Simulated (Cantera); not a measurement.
# V + N2 + H2 (tantalum, niobium, vanadium and zirconium in process gases)

Feed: 1 mol V, 0.49 mol N2, a varied amount of H2, at 0.100 bar.

Cantera equilibrium calculation (NASA polynomials, part measured and part estimated; ideal gas, pure solids and liquids). Candidate condensed phases: V, VN; 11 gas species. Mutual solubility and eutectic melting of coexisting phases are not modelled. VN: taken at fixed stoichiometry. Condensed phases not in the tables: V2N, N, O or C dissolved in the metal. Kinetics and transport are ignored.

**Question.** Map the stable condensed phases over T = 1573, 1673, 1773, 1873, 1973, 2073, 2173, 2273, 2373, 2473, 2573 K and n(H2) in mol = 19, 25, 33, 43, 57, 75, 98, 130, 170, 220.

**Answer.** 
```
T in K \ n(H2) in mol
          19  25  33  43  57  75  98 130 170 220
   2573    A   A   A   A   A   B   B   B   B   B
   2473    A   A   A   A   A   A   A   A   B   B
   2373    A   A   A   A   A   A   A   A   A   A
   2273    A   A   A   A   A   A   A   A   A   A
   2173    A   A   A   A   A   A   A   A   A   A
   2073    A   A   A   A   A   A   A   A   A   A
   1973    C   C   C   A   A   A   A   A   A   A
   1873    C   C   C   C   C   C   C   C   A   A
   1773    C   C   C   C   C   C   C   C   C   C
   1673    C   C   C   C   C   C   C   C   C   C
   1573    C   C   C   C   C   C   C   C   C   C
```
A: V; B: gas only; C: V + VN.
